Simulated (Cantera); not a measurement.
Gas mixture: 40.6 % N₂, 59.4 % NH₃, at 0.000474 atm, frozen composition.

Cantera's kinetic-theory transport with the Lennard-Jones parameters of GRI-Mech 3.0, ideal gas; thermal conductivity in the mixture-averaged form. Polar gases are described roughly by these parameters. The composition is frozen, though it would react at the higher temperatures.

One state of this run: ρ (kg/m³) = 0.000124; cp (J/kg/K) = 2181; μ (µPa s) = 37.4; λ (mW/m/K) = 111; Pr = 0.736; D (cm²/s) CO₂ = 3050; D (cm²/s) O = 5890; D (cm²/s) NO = 3760. D: mixture-averaged diffusion coefficient of that species in the mixture.

Task: Which value of T (K) does it belong to?
A) 800
B) 1000
C) 500
D) 400

Result: B, 1000
